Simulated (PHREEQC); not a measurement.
A made-up water analysis in mg/kgw, 25 °C, pH 3.84: Na 2270; K 34.5; Ca 669; Mg 85.6; Cl 4950; S(6) as SO4 4430.

Valence states are taken as typed.

Computed with PHREEQC (Pitzer model, pitzer.dat).

Q: The ionic strength comes out as 0.252 mol/kgw. What activity coefficients do Ca+2, Cl-, Mg+2, SO4-2, K+ get?

A: Ca+2 0.22, Cl- 0.70, Mg+2 0.26, SO4-2 0.18, K+ 0.70. Single-ion values are on the MacInnes scale.

No solid was allowed to form. The solution is supersaturated, for example in Gypsum, so a real one may precipitate; this is no full list.
